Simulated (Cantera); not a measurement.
Cantera run:

```python
import numpy as np
import cantera as ct

gas_names = """
    C CH CH2 CH3 CH2OH CH3O CH4 CH3OH CN CO CO2 COOH C2 C2H CHCO,ketyl C2H2,acetylene C2H2,vinylidene
    CH2CO,ketene C2H3,vinyl CH3CN CH3CO,acetyl C2H4 C2H4O,ethylen CH3CHO,ethanal CH3COOH (HCOOH)2 C2H5
    C2H6 CH3OCH3 C2H5OH CCN CNC C2N2 C2O C3 C3H3,propargyl C3H4,allene C3H4,propyne C3H4,cyclo-
    C3H5,allyl C3H6,propylene C3H6,cyclo- C3H6O C3H7,n-propyl C3H7,i-propyl C3H8 C3H8O,1propanol
    C3H8O,2propanol C3O2 C4 C4H2 C4H4,1,3-cyclo- C4H6,butadiene C4H6,2-butyne C4H6,cyclo- C4H8,1-butene
    C4H8,cis2-buten C4H8,tr2-butene C4H8,isobutene C4H8,cyclo- (CH3COOH)2 C4H9,n-butyl C4H9,i-butyl
    C4H9,s-butyl C4H9,t-butyl C4H10,isobutane C4H10,n-butane C4N2 C5 C5H6,1,3cyclo- C5H8,cyclo-
    C5H10,1-pentene C5H10,cyclo- C5H11,pentyl C5H11,t-pentyl C5H12,n-pentane C5H12,i-pentane
    CH3C(CH3)2CH3 C6H2 C6H5,phenyl C6H5O,phenoxy C6H6 C6H5OH,phenol C6H10,cyclo- C6H12,1-hexene
    C6H12,cyclo- C6H13,n-hexyl C7H7,benzyl C7H8 C7H8O,cresol C7H14,1-heptene C7H15,n-heptyl
    C7H16,n-heptane C8H8,styrene C8H10,ethylbenz C8H16,1-octene C8H17,n-octyl C8H18,isooctane
    C8H18,n-octane C9H19,n-nonyl C10H8,naphthale C10H21,n-decyl C12H9,o-bipheny C12H10,bipheny H HCN HCO
    HCCN HNC HNCO HNO HNO2 HNO3 HO2 H2 HCHO,formaldehy HCOOH H2O H2O2 N NCO NH NH2 NH3 NH2OH NO NO2 NO3
    N2 N2H2 N2H4 N2O O OH O2 O3 Si SiC SiC2 SiC4H12 SiH SiH2 SiH3 SiH4 SiN SiO SiO2 Si2 Si2C Si2N Si3
""".split()
cond_names = """
    C(gr) C6H6(L) C7H8(L) C8H18(L),n-octa H2O(s) H2O(L) Si(cr) Si(L) SiC(b) SiO2(Lqz) SiO2(hqz) SiO2(L)
    Si2N2O(s) Si3N4(a)
""".split()


def load(file, names, dense=False):
    # The tables refer to 1 bar. Condensed volumes are neglected.
    table = {s.name: s for s in ct.Species.list_from_file(file)}
    out = []
    for n in names:
        d = dict(table[n].input_data)
        d["thermo"] = dict(d["thermo"], **{"reference-pressure": 1e5})
        if dense:
            d["equation-of-state"] = {"model": "constant-volume", "density": "1e6 g/cm^3"}
        out.append(ct.Species.from_dict(d))
    return out


gas = ct.Solution(thermo="ideal-gas", species=load("nasa_gas.yaml", gas_names))
cond = {s.name: ct.Solution(thermo="fixed-stoichiometry", species=[s], name=s.name)
        for s in load("nasa_condensed.yaml", cond_names, dense=True)}
atoms = {
    'SiH4': {'Si': 1, 'H': 4},
    'CO2': {'C': 1, 'O': 2},
    'N2': {'N': 2},
}
top_T = {'C(gr)': 4500, 'SiC(b)': 3050, 'Si2N2O(s)': 2100, 'Si3N4(a)': 2400}  # K; cautious upper limits of use, not melting points


def equilibrate(T, P, feed):
    n = {}
    for name, mol in feed.items():
        for a, k in atoms[name].items():
            n[a] = n.get(a, 0.0) + k * mol
    gas.TPX = T, P, n
    mass = sum(n.values()) * gas.mean_molecular_weight
    gas.equilibrate("TP")
    valid = [c for c in cond.values() if c.min_temp <= T <= top_T.get(c.name, c.max_temp)]
    mix = ct.Mixture([(gas, mass / gas.mean_molecular_weight)] + [(c, 0.0) for c in valid])
    mix.T, mix.P = T, P
    mix.equilibrate("TP", solver="vcs", rtol=1e-11, max_steps=5000)
    return mix


results = []
feed = {'SiH4': 1, 'CO2': 0.51, 'N2': 6.7}  # mol
P = 1000  # Pa
for T in [950, 1000, 1050, 1100, 1150, 1200, 1250, 1300, 1350, 1400]:
    mix = equilibrate(T, P, feed)
    results.append((T, P, feed, dict(zip(mix.species_names, mix.species_moles))))
    x = sorted(zip(gas.X, gas.species_names), reverse=True)
    print(f"T = {T:g} K  P = {P:g} Pa  gas = {mix.phase_moles(0):.4g} mol")
    print("   x: " + "  ".join(f"{s} {v:.3e}" for v, s in x if v > 0.001))
    print("   condensed (mol): " + ("  ".join(f"{mix.phase(i).name} {mix.phase_moles(i):.4g}"
          for i in range(1, mix.n_phases) if mix.phase_moles(i) > 1e-12) or "none"))
```

It prints:

```
T = 950 K  P = 1000 Pa  gas = 8.386 mol
   x: N2 7.592e-01  H2 2.383e-01  CO 2.411e-03
   condensed (mol): C(gr) 0.489  SiO2(hqz) 0.3332  Si2N2O(s) 0.3334
T = 1000 K  P = 1000 Pa  gas = 8.415 mol
   x: N2 7.549e-01  H2 2.376e-01  CO 7.427e-03
   condensed (mol): C(gr) 0.447  SiO2(hqz) 0.305  Si2N2O(s) 0.3475
T = 1050 K  P = 1000 Pa  gas = 8.489 mol
   x: N2 7.440e-01  H2 2.355e-01  CO 2.045e-02
   condensed (mol): C(gr) 0.3361  SiO2(hqz) 0.2309  Si2N2O(s) 0.3846
T = 1100 K  P = 1000 Pa  gas = 8.667 mol
   x: N2 7.183e-01  H2 2.307e-01  CO 5.092e-02
   condensed (mol): C(gr) 0.06837  SiO2(hqz) 0.05234  Si2N2O(s) 0.4738
T = 1150 K  P = 1000 Pa  gas = 8.713 mol
   x: N2 7.119e-01  H2 2.295e-01  CO 5.851e-02
   condensed (mol): SiO2(hqz) 0.006662  Si2N2O(s) 0.4967
T = 1200 K  P = 1000 Pa  gas = 8.713 mol
   x: N2 7.119e-01  H2 2.295e-01  CO 5.852e-02
   condensed (mol): SiO2(hqz) 0.006614  Si2N2O(s) 0.4967
T = 1250 K  P = 1000 Pa  gas = 8.713 mol
   x: N2 7.119e-01  H2 2.295e-01  CO 5.852e-02
   condensed (mol): SiO2(hqz) 0.006583  Si2N2O(s) 0.4967
T = 1300 K  P = 1000 Pa  gas = 8.713 mol
   x: N2 7.119e-01  H2 2.295e-01  CO 5.852e-02
   condensed (mol): SiO2(hqz) 0.006552  Si2N2O(s) 0.4967
T = 1350 K  P = 1000 Pa  gas = 8.713 mol
   x: N2 7.119e-01  H2 2.295e-01  CO 5.852e-02
   condensed (mol): SiO2(hqz) 0.006498  Si2N2O(s) 0.4967
T = 1400 K  P = 1000 Pa  gas = 8.714 mol
   x: N2 7.119e-01  H2 2.295e-01  CO 5.852e-02
   condensed (mol): SiO2(hqz) 0.006324  Si2N2O(s) 0.4966
```

These are equilibrium values from Cantera (NASA tables, ideal gas, pure condensed phases), not measurements of a reactor. N2 is the only nitrogen source here; it is nearly inert below about 1500 K, so the nitride shown seldom forms there in practice. Mutual solubility and eutectic melting of coexisting phases are not modelled. The tables hold silica as quartz up to 1696 K and as liquid above; real silica turns to tridymite and cristobalite and melts near 1996 K.
